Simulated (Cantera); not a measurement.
A freely propagating, adiabatic, planar premixed flame of CH4 : H2 : O2 : N2 = 1 : 0.96 : 3.44 : 13.1 (molar parts), equivalence ratio 0.72, unburnt at 300 K and 130000 Pa; mixture-averaged transport, grid criteria slope 0.08 and curve 0.16, no radiation.

Cantera simulation using GRI-Mech 3.0 (53 species, 325 reactions); the numbers are that mechanism's predictions, not measurements. Burning velocities carry a grid error of a few per cent, more on coarse grids.

```
quantity                     before      after
------------------------  ---------  ---------
laminar burning velocity  28.3 cm/s  92.8 cm/s
thermal thickness          0.412 mm   0.295 mm
peak x(H2O2)                5.27e-5    2.97e-5
peak x(OH)                  0.00491    0.00752
peak x(HCN)                 1.66e-7    3.22e-7
```

Task: What was changed between the two runs?
A) inlet temperature 300 to 450 K
B) O2 3.44 to 4.4 parts
C) CH4 1 to 1.3 parts
D) inlet temperature 300 to 525 K

Result: D, inlet temperature 300 to 525 K
